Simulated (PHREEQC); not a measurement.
## Buffer: an equilibrium model

A solution holds 0.072 mol H3PO4, 0.084 mol Na2HPO4 and 0.0021 mol KCl per kg of water, at 54 °C. Closed to the air; pH follows from the charge balance.

Computed with PHREEQC (ion-association model, wateq4f.dat).

Each row changes one thing in this solution. Precipitation was switched off in this run.

```json
[
 {"case": "as made", "pH": "5.62", "ionic strength (mol/kgw)": "0.180", "H2PO4- (mol/kgw)": "0.144", "HPO4-2 (mol/kgw)": "0.0110", "NaHPO4- (mol/kgw)": "0.00104", "H3PO4 (mol/kgw)": "4.96e-5", "SI of Halite (NaCl)": "-5.38"},
 {"case": "KCl from 0.0021 to 0.00021 mol/kgw", "pH": "5.62", "ionic strength (mol/kgw)": "0.178", "H2PO4- (mol/kgw)": "0.144", "HPO4-2 (mol/kgw)": "0.0110", "NaHPO4- (mol/kgw)": "0.00104", "H3PO4 (mol/kgw)": "4.95e-5", "SI of Halite (NaCl)": "___"},
 {"case": "diluted 2-fold with water", "pH": "5.71", "ionic strength (mol/kgw)": "0.0904", "H2PO4- (mol/kgw)": "0.0720", "HPO4-2 (mol/kgw)": "0.00568", "NaHPO4- (mol/kgw)": "0.000340", "H3PO4 (mol/kgw)": "2.16e-5", "SI of Halite (NaCl)": "-5.93"},
 {"case": "temperature from 54 to 80 °C", "pH": "5.55", "ionic strength (mol/kgw)": "0.180", "H2PO4- (mol/kgw)": "0.144", "HPO4-2 (mol/kgw)": "0.0111", "NaHPO4- (mol/kgw)": "0.000975", "H3PO4 (mol/kgw)": "7.22e-5", "SI of Halite (NaCl)": "-5.44"},
 {"case": "temperature from 54 to 55 °C", "pH": "5.62", "ionic strength (mol/kgw)": "0.180", "H2PO4- (mol/kgw)": "0.144", "HPO4-2 (mol/kgw)": "0.0110", "NaHPO4- (mol/kgw)": "0.00103", "H3PO4 (mol/kgw)": "5.03e-5", "SI of Halite (NaCl)": "-5.38"},
 {"case": "temperature from 54 to 15 °C", "pH": "___", "ionic strength (mol/kgw)": "0.180", "H2PO4- (mol/kgw)": "0.144", "HPO4-2 (mol/kgw)": "0.0109", "NaHPO4- (mol/kgw)": "0.00111", "H3PO4 (mol/kgw)": "2.53e-5", "SI of Halite (NaCl)": "-5.28"}
]
```

Problem. What belongs in the gaps?

Solution. 
- KCl from 0.0021 to 0.00021 mol/kgw, SI of Halite (NaCl): -6.38
- temperature from 54 to 15 °C, pH: 5.73

H3PO4, which wateq4f.dat lacks, is added to it with the constant of phreeqc.dat. At this temperature some constants are extrapolated from 25 °C, and those without enthalpy data are left unchanged.
